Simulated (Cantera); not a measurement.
A freely propagating, adiabatic, planar premixed flame of H₂ : O₂ : N₂ = 1 : 0.549 : 1.43 (molar parts), unburnt at 323 K and 233 Torr; unity-Lewis-number transport, grid criteria slope 0.08 and curve 0.16, no radiation.

Computed with Cantera and the H2/O2 subset of GRI-Mech 3.0, which has no nitrogen chemistry. Unity Lewis numbers drop preferential diffusion, which matters most where H2 and H carry the flame. Burning velocities carry a grid error of a few per cent, more on coarse grids.

Predict: laminar burning velocity; thermal thickness; peak x(OH); peak x(H); peak x(HO₂).


```
Property                    Result
------------------------  --------
laminar burning velocity  215 cm/s
thermal thickness          1.18 mm
peak x(OH)                  0.0255
peak x(H)                   0.0833
peak x(HO₂)               0.000214
```
